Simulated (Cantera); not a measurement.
A perfectly stirred reactor is fed with H₂ : O₂ = 0.089 : 1 (molar parts), equivalence ratio 0.044, at 0.0320 bar; it is held at 998 K, and followed from long to short residence time.

Detailed kinetics in Cantera: the H2/O2 subset of GRI-Mech 3.0, which has no nitrogen chemistry. Radical loss at walls, strong at low pressure, is not modelled. The temperature is held fixed by assumption; the heat of reaction is taken as removed at once.

x: mole fraction; the columns are a selection and need not sum to one.

| τ (s) | x H₂ | x O₂ | x H₂O₂ | x HO₂ | x O | x H₂O |
|---|---|---|---|---|---|---|
| 3.1 | 0.000276 | 0.915 | 2.43e-7 | 4.00e-6 | … | 0.0848 |
| 1.5 | 0.000424 | 0.914 | 2.89e-7 | 5.37e-6 | … | 0.0846 |
| 0.76 | 0.000630 | 0.914 | 3.39e-7 | 6.94e-6 | … | 0.0843 |
| 0.38 | 0.000934 | 0.914 | 3.96e-7 | 8.84e-6 | … | 0.0839 |
| 0.19 | 0.00138 | 0.913 | 4.61e-7 | 1.10e-5 | … | 0.0833 |
| 0.093 | 0.00204 | 0.913 | 5.37e-7 | 1.34e-5 | … | 0.0824 |
| 0.046 | 0.00300 | 0.912 | 6.19e-7 | 1.59e-5 | … | 0.0811 |
| 0.023 | 0.00437 | 0.910 | 7.02e-7 | 1.82e-5 | … | 0.0790 |
| 0.011 | 0.00652 | 0.908 | 7.86e-7 | 2.03e-5 | … | 0.0757 |
| 0.0057 | 0.00933 | 0.905 | 8.48e-7 | 2.15e-5 | … | 0.0713 |
| 0.0028 | 0.0138 | 0.901 | 8.92e-7 | 2.20e-5 | … | 0.0644 |

Problem. What belongs in the gaps?

Solution. 
- 3.1, x O: 0.000218
- 1.5, x O: 0.000346
- 0.76, x O: 0.000527
- 0.38, x O: 0.000800
- 0.19, x O: 0.00120
- 0.093, x O: 0.00180
- 0.046, x O: 0.00265
- 0.023, x O: 0.00382
- 0.011, x O: 0.00550
- 0.0057, x O: 0.00738
- 0.0028, x O: 0.00963
